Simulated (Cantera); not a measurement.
Hydrocarbon pyrolysis for carbon deposition

An isothermal, constant-pressure homogeneous reactor starts with CH₄ : H₂ = 0.4 : 6 (molar parts), at 1650 K and 0.0130 bar.

Cantera simulation using GRI-Mech 3.0 (53 species, 325 reactions); the numbers are that mechanism's predictions, not measurements. GRI-Mech 3.0 stops at C3 and has no aromatics, soot or wall deposition, so with more carbon than oxygen in the feed, carbon stays in small species such as C2H2 where larger ones or solid carbon would form. Radical loss at walls, strong at low pressure, is not modelled.

| t (s) | x CH₄ | x H₂ | x C₂H₆ | x H | x C₂H₂ |
|---|---|---|---|---|---|
| 0.000200 | 0.0625 | 0.937 | 4.01e-12 | 1.37e-6 | <1e-12 |
| 0.000632 | 0.0625 | 0.937 | 1.32e-10 | 4.27e-6 | <1e-12 |
| 0.00200 | 0.0625 | 0.937 | 3.59e-9 | 1.34e-5 | 5.96e-11 |
| 0.00632 | 0.0624 | 0.937 | 6.91e-8 | 4.24e-5 | 7.79e-9 |
| 0.0200 | 0.0623 | 0.937 | 7.99e-7 | 0.000133 | 1.25e-6 |
| 0.0632 | 0.0614 | 0.937 | 4.74e-6 | 0.000376 | 0.000155 |
| 0.200 | 0.0556 | 0.940 | 6.91e-6 | 0.000555 | 0.00269 |
| 0.632 | 0.0412 | 0.948 | 4.09e-6 | 0.000592 | 0.00964 |
| 2.00 | 0.0213 | 0.959 | 1.24e-6 | 0.000659 | 0.0192 |
| 6.32 | 0.00746 | 0.966 | 1.76e-7 | 0.000737 | 0.0258 |
| 20.0 | 0.00225 | 0.969 | 1.74e-8 | 0.000778 | 0.0283 |
| 63.2 | 0.000753 | 0.969 | 2.37e-9 | 0.000789 | 0.0290 |
| 200 | 0.000429 | 0.970 | 1.07e-9 | 0.000790 | 0.0292 |
x: mole fraction; the columns are a selection and need not sum to one.

Equilibrium at this temperature and pressure: CH₄ 0.000414, H₂ 0.970, C₂H₆ 1.02e-9, H 0.000790, C₂H₂ 0.0292 (gas phase only).
